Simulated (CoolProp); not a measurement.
A simple Rankine cycle with R141b: condensing at 321.15 K, boiler at 1.36 MPa, turbine inlet 412.6 K, turbine efficiency 0.6, pump efficiency 0.7, no recuperator. Each further row changes one setting.

The numbers come from the reference Helmholtz-energy equation of state, Lemmon 2006 in CoolProp. It is a short technical equation, of lower accuracy than the large ones.

```csv
case,thermal efficiency (%),net work (kJ/kg),heat in (kJ/kg),turbine exit temperature (K),volume ratio over the turbine
as stated,10.1,27.7,274,358.2,8.41
turbine inlet 432.6 K,10.2,30.1,296,380.5,8.16
condensing temperature 313.15 K,11.0,31.2,284,353.3,10.8
boiler pressure 0.952 MPa,8.7,24.7,283,371.3,5.59
turbine efficiency 0.5,8.3,22.9,274,363.8,8.56
```
